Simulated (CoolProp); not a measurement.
Computed with CoolProp (reference Helmholtz-energy equation of state, Thol 2022).

Q: Give the vapour pressure (MPa), liquid density (kg/m³), liquid cp (kJ/(kg K)) of saturated vinyl chloride at 21.25 °C.

A: 
```json
[
 {"T (°C)": "21.25", "p (MPa)": "0.353", "liquid density (kg/m³)": "906", "liquid cp (kJ/(kg K))": "1.52"}
]
```
